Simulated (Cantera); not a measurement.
Standard-state values (1 bar) from the NASA 1993 polynomials, evaluated with Cantera. Values are per mole of reaction as written; species without (g) are pure solids or liquids, kept so even where they would boil at 1 bar.

Fe2O3 + 3 H2O(g) → 2 Fe(OH)3

```json
[
 {"T (K)": "650", "ΔH° (kJ)": "(withheld)", "ΔS° (J/K)": "(withheld)", "ΔG° (kJ)": "(withheld)", "log10 K": "(withheld)"},
 {"T (K)": "675", "ΔH° (kJ)": "-107.0", "ΔS° (J/K)": "-430.5", "ΔG° (kJ)": "183.6", "log10 K": "-14.21"},
 {"T (K)": "700", "ΔH° (kJ)": "-106.2", "ΔS° (J/K)": "-429.3", "ΔG° (kJ)": "194.3", "log10 K": "-14.50"},
 {"T (K)": "725", "ΔH° (kJ)": "(withheld)", "ΔS° (J/K)": "(withheld)", "ΔG° (kJ)": "(withheld)", "log10 K": "(withheld)"},
 {"T (K)": "750", "ΔH° (kJ)": "(withheld)", "ΔS° (J/K)": "(withheld)", "ΔG° (kJ)": "(withheld)", "log10 K": "(withheld)"},
 {"T (K)": "775", "ΔH° (kJ)": "(withheld)", "ΔS° (J/K)": "(withheld)", "ΔG° (kJ)": "(withheld)", "log10 K": "(withheld)"}
]
```

### Question
Some entries are withheld; supply them.

### Answer

- 650, ΔH° (kJ): -107.8
- 650, ΔS° (J/K): -431.7
- 650, ΔG° (kJ): 172.8
- 650, log10 K: -13.89
- 725, ΔH° (kJ): -105.4
- 725, ΔS° (J/K): -428.2
- 725, ΔG° (kJ): 205.0
- 725, log10 K: -14.77
- 750, ΔH° (kJ): -104.6
- 750, ΔS° (J/K): -427.1
- 750, ΔG° (kJ): 215.7
- 750, log10 K: -15.03
- 775, ΔH° (kJ): -103.8
- 775, ΔS° (J/K): -426.1
- 775, ΔG° (kJ): 226.4
- 775, log10 K: -15.26
